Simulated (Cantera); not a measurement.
## Thermodynamics of calcination and drying, feed LiOH + H2 + H2O

Charge: 1 mol LiOH, 0.86 mol H2, 0.098 mol H2O, held at 1000 Pa.

These are equilibrium values from Cantera (NASA tables, ideal gas, pure condensed phases), not measurements of a reactor. Candidate condensed phases: H2O, Li, LiH, LiOH, Li2O; 17 gas species. Rates play no part.

```
T (K)   x H2  x H2O    x LiOH      x Li    x Li2O       x H  x Li2(OH)2     x LiH  n Li2O(s)
-----  -----  -----  --------  --------  --------  --------  ----------  --------  ---------
1050   0.590  0.410  0.000403   6.07e-8  1.45e-10   6.23e-8     1.01e-5  5.77e-10      0.500
1100   0.590  0.409   0.00104   3.34e-7   1.28e-9   1.99e-7     1.85e-5   2.86e-9      0.499
1150   0.589  0.408   0.00247   1.58e-6   9.23e-9   5.73e-7     3.20e-5   1.23e-8      0.498
1200   0.588  0.406   0.00542   6.55e-6   5.62e-8   1.51e-6     5.24e-5   4.66e-8      0.496
1250   0.587  0.402    0.0111   2.42e-5   2.94e-7   3.70e-6     8.17e-5   1.58e-7      0.492
1300   0.583  0.395    0.0214   8.07e-5   1.35e-6   8.45e-6    0.000122   4.89e-7      0.484
1350   0.578  0.383    0.0390  0.000247   5.48e-6   1.81e-5    0.000172   1.39e-6      0.471
1400   0.569  0.363    0.0670  0.000700   2.01e-5   3.67e-5    0.000232   3.67e-6      0.449
1450   0.556  0.333     0.109   0.00187   6.70e-5   7.05e-5    0.000294   9.11e-6      0.414
1500   0.535  0.293     0.166   0.00474  0.000205  0.000129    0.000347   2.15e-5      0.362
1550   0.506  0.242     0.239    0.0116  0.000581  0.000224    0.000378   4.84e-5      0.288
1600   0.464  0.186     0.320    0.0273   0.00154  0.000370    0.000374  0.000104      0.184
1650   0.401  0.131     0.401    0.0622   0.00382  0.000575    0.000334  0.000211     0.0316
1700   0.380  0.133     0.400    0.0808   0.00418  0.000909    0.000197  0.000256          0
```
x: gas mole fraction; n: condensed amount in mol.

From 1050 K to 1650 K the condensed part is Li2O(s). At 1700 K nothing is condensed. The main Li-bearing gas is LiOH throughout. The share of Li in condensed phases is highest at 1050 K (99.9 %) and lowest at 1700 K (0.0 %).
